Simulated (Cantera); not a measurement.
A closed system holds: 1 mol Al2O3, 0.21 mol HCl, 0.067 mol N2, held at 1573.15 K and 1 atm.

Equilibrium computed with Cantera from the NASA thermochemical tables; the gas is ideal and each condensed phase is pure. Candidate condensed phases: Al, AlCl3, AlN, Al2O3, H2O, NH4Cl; 45 gas species. Rates play no part.

Base state: HCl 0.747, N2 0.242, H2O 0.00574, AlCl3 0.00383, Cl 0.000980, H2 0.000601, Cl2 0.000111 (mole fractions); condensed: Al2O3(s).

Task: What changes in the equilibrium state with this change: temperature from 1573.15 K to 898 K?

Result: 
```tsv
species	before	after
HCl	0.747	0.758
N2	0.242	0.242
H2O	0.00574	0.000157
AlCl3	0.00383	0.000104
Cl	0.000980	7.49e-8
H2	0.000601	1.16e-6
Cl2	0.000111	1.12e-6
Al2O3(s), mol	0.999	1.000
```
Condensed phases not in the tables: AlOCl.

Task: What changes in the equilibrium state with this change: temperature from 1573.15 K to 1675 K?

Result: 
| species | before | after |
|---|---|---|
| HCl | 0.747 | 0.742 |
| N2 | 0.242 | 0.242 |
| H2O | 0.00574 | 0.00755 |
| AlCl3 | 0.00383 | 0.00503 |
| Cl | 0.000980 | 0.00199 |
| H2 | 0.000601 | 0.00113 |
| Cl2 | 0.000111 | 0.000141 |
| Al2O3(s), mol | 0.999 | 0.999 |
